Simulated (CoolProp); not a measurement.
R227EA along the isobar 13.4 bar: fugacity coefficient from the reference equation and from simpler models built on Tc = 374.9 K, pc = 29.25 bar, ω = 0.358; each cubic takes its own stable root.

Computed with CoolProp (reference Helmholtz-energy equation of state, Lemmon 2016).

| T (K) | phase | reference | van der Waals | Redlich-Kwong |
|---|---|---|---|---|
| 241.3 | liquid | 0.03820 | 0.2736 | 0.09238 |
| 257.9 | liquid | [?] | 0.3728 | 0.1631 |
| 274.5 | liquid | 0.1503 | 0.4872 | 0.2621 |
| 291.1 | liquid | 0.2553 | 0.6146 | 0.3905 |
| 307.7 | liquid | 0.4002 | [?] | 0.5463 |
| 324.3 | liquid | 0.5859 | 0.8071 | 0.7244 |
| 340.9 | gas | 0.7817 | 0.8294 | 0.7991 |
| 357.5 | gas | 0.8174 | 0.8482 | 0.8251 |
| 374.1 | gas | 0.8452 | 0.8642 | 0.8468 |
| 390.7 | gas | 0.8677 | 0.8780 | [?] |
| 407.3 | gas | 0.8863 | 0.8901 | 0.8807 |
| 423.9 | gas | 0.9017 | 0.9006 | [?] |

### Question
Complete the blanks.

### Answer

- 257.9, reference: 0.08037
- 307.7, van der Waals: 0.7520
- 390.7, Redlich-Kwong: 0.8651
- 423.9, Redlich-Kwong: 0.8941

At some of these states van der Waals gives the other phase, because its saturation line lies elsewhere.
